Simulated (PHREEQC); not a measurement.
Make-up at 60 °C: 1.1 mmol/kgw Na2SiO3. Closed to the air; pH follows from the charge balance.

Model: ion-association model, phreeqc.dat, run in PHREEQC.

Each row changes one thing in this solution. No solid was allowed to form.

```json
[
 {"case": "as made", "pH": "10.10", "ionic strength (mol/kgw)": "0.00221", "H3SiO4- (mol/kgw)": "0.000917", "H4SiO4 (mol/kgw)": "0.000177", "H2SiO4-2 (mol/kgw)": "5.83e-6", "SI of Quartz (SiO2)": "-0.23"},
 {"case": "temperature from 60 to 85 °C", "pH": "9.61", "ionic strength (mol/kgw)": "0.00220", "H3SiO4- (mol/kgw)": "0.000804", "H4SiO4 (mol/kgw)": "0.000292", "H2SiO4-2 (mol/kgw)": "4.13e-6", "SI of Quartz (SiO2)": "(withheld)"},
 {"case": "diluted 10-fold with water", "pH": "(withheld)", "ionic strength (mol/kgw)": "0.000220", "H3SiO4- (mol/kgw)": "4.57e-5", "H4SiO4 (mol/kgw)": "6.43e-5", "H2SiO4-2 (mol/kgw)": "3.71e-8", "SI of Quartz (SiO2)": "-0.67"},
 {"case": "1.3e-05 mol/kgw Na2S added", "pH": "10.10", "ionic strength (mol/kgw)": "0.00223", "H3SiO4- (mol/kgw)": "0.000919", "H4SiO4 (mol/kgw)": "0.000176", "H2SiO4-2 (mol/kgw)": "5.90e-6", "SI of Quartz (SiO2)": "(withheld)"},
 {"case": "Na2SiO3 from 0.0011 to 0.00055 mol/kgw", "pH": "9.84", "ionic strength (mol/kgw)": "0.00110", "H3SiO4- (mol/kgw)": "0.000405", "H4SiO4 (mol/kgw)": "0.000143", "H2SiO4-2 (mol/kgw)": "1.36e-6", "SI of Quartz (SiO2)": "(withheld)"},
 {"case": "Na2SiO3 from 0.0011 to 0.0022 mol/kgw", "pH": "10.36", "ionic strength (mol/kgw)": "0.00442", "H3SiO4- (mol/kgw)": "0.00197", "H4SiO4 (mol/kgw)": "0.000203", "H2SiO4-2 (mol/kgw)": "2.44e-5", "SI of Quartz (SiO2)": "(withheld)"}
]
```

Q: Some entries are withheld; supply them.

A: 
- temperature from 60 to 85 °C, SI of Quartz (SiO2): -0.29
- diluted 10-fold with water, pH: 9.25
- 1.3e-05 mol/kgw Na2S added, SI of Quartz (SiO2): -0.24
- Na2SiO3 from 0.0011 to 0.00055 mol/kgw, SI of Quartz (SiO2): -0.32
- Na2SiO3 from 0.0011 to 0.0022 mol/kgw, SI of Quartz (SiO2): -0.17

At this temperature some constants are extrapolated from 25 °C, and those without enthalpy data are left unchanged.
